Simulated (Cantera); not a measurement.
Input: 1 mol SiHCl3, 0.096 mol HCl, 68 mol N2, equilibrated at 1823 K and 620 Pa.

Cantera equilibrium calculation (NASA polynomials, part measured and part estimated; ideal gas, pure solids and liquids). The tables' values for SiCl3, SiCl are old estimates; treat these amounts as uncertain. Equilibrium is a limit: real reactors are often held back by kinetics, nucleation or transport.

| species | before | after |
|---|---|---|
| N2 | 0.969 | 0.971 |
| HCl | 0.0136 | 0.0141 |
| SiCl2 | 0.0140 | 0.0131 |
| Cl | 0.00187 | 0.000164 |
| Si | 1.67e-5 | 8.01e-8 |
| SiCl4 | 5.55e-6 | 0.000198 |
| SiCl | 4.44e-5 | 1.56e-6 |
| H | 0.000168 | 1.10e-5 |
| SiCl3 | 0.000224 | 0.000966 |
| H2 | 0.000930 | 0.000757 |
Gas species are given as mole fractions.

Which change was made?
(A) temperature from 1823 K to 1550 K
(B) 0.48 mol NH3 added
(C) temperature from 1823 K to 1425 K
(D) HCl from 0.096 to 3.5 mol

A, temperature from 1823 K to 1550 K. The tables' values for SiCl3 are old estimates; treat these amounts as uncertain
